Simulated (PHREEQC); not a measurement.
Consider water at 25 °C with 0.099 mol CdSO4, 0.00015 mol H3BO3 and 0.1 mol H2SO4 per kg of water. Closed to the air; pH follows from the charge balance.

All values are PHREEQC results (ion-association model, phreeqc.dat), not measurements.

| quantity | before | after |
|---|---|---|
| pH | 1.10 | 1.68 |
| ionic strength (mol/kgw) | 0.301 | 0.0735 |
| HSO4- (mol/kgw) | 0.0984 | 0.0152 |
| Cd+2 (mol/kgw) | 0.0494 | 0.0110 |
| SO4-2 (mol/kgw) | 0.0373 | 0.0146 |
| CdSO4 (mol/kgw) | 0.0360 | 0.00759 |
| SI of Cd(OH)2 (Cd(OH)2) | -13.30 | -12.64 |

Problem. Which change was made?
A. H2SO4 replaced by ZnSO4 at the same molality
B. 0.0067 mol/kgw Ca(OH)2 added
C. H3BO3 left out
D. H3BO3 from 0.00015 to 0.000165 mol/kgw
E. diluted 5-fold with water

Solution. E, diluted 5-fold with water

No solid was allowed to form.
